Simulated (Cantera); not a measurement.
A closed system holds: 1 mol CuO, 0.82 mol CH₄, 0.62 mol N₂, equilibrated at 2325 °C and 2.00 bar.

Cantera equilibrium calculation (NASA polynomials, part measured and part estimated; ideal gas, pure solids and liquids). Candidate condensed phases: C, C₆H₆, C₇H₈, C₈H₁₈, Cu, CuO, Cu(OH)₂, Cu₂O, H₂O; 139 gas species. Kinetics and transport are ignored.

Base state: H₂ 0.394, CO 0.220, N₂ 0.169, Cu 0.149, H₂O 0.0447, H 0.0169, CO₂ 0.00386, Cu₂ 0.00279 (mole fractions); condensed: Cu(l).

Question: What changes in the equilibrium state with this change: CuO replaced by Fe₂O₃?

Answer: 
```tsv
species	before	after
H₂	0.394	0.336
CO	0.220	0.238
N₂	0.169	0.193
Cu	0.149	0
H₂O	0.0447	0.166
Fe	0	0.0294
CO₂	0.00386	0.0181
H	0.0169	0.0156
Cu₂	0.00279	0
FeO	0	0.000865
Fe(OH)₂	0	0.000490
Cu(l), mol	0.432	0
Fe(l), mol	0	0.324
FeO(l), mol	0	1.58
```
Each liquid is taken as pure. Mutual solubility and eutectic melting of coexisting phases are not modelled. The tables' stoichiometric FeO is somewhat more stable than real wüstite, so its field is too wide. FeO: taken at fixed stoichiometry. Further candidate phases: Fe, Fe(CO)₅, FeO, Fe(OH)₂, Fe(OH)₃, Fe₂O₃, Fe₃O₄.
